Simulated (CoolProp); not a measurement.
Properties of methanol along the isobar 4.18 MPa (Tc = 240.2 °C, pc = 8.216 MPa, ω = 0.565).

Computed with CoolProp (reference Helmholtz-energy equation of state, de Reuck 1993).

```
T (°C)   phase  density (kg/m³)  expansivity (1/kK)
------  ------  ---------------  ------------------
51.45   liquid            765.8               1.230
74.55   liquid            743.5               1.338
97.75   liquid                ?                   ?
120.85  liquid            692.9                   ?
143.95  liquid            662.5               2.158
167.15  liquid            625.6               2.845
190.25  liquid            577.5               4.314
213.45     gas                ?               9.415
236.55     gas                ?               5.466
259.75     gas            36.36                   ?
282.85     gas            33.54               3.135
305.95     gas                ?               2.635
```

Task: Fill in the missing entries.

Result: 
- 97.75, density (kg/m³): 719.4
- 97.75, expansivity (1/kK): 1.507
- 120.85, expansivity (1/kK): 1.761
- 213.45, density (kg/m³): 47.64
- 236.55, density (kg/m³): 40.47
- 259.75, expansivity (1/kK): 3.939
- 305.95, density (kg/m³): 31.39
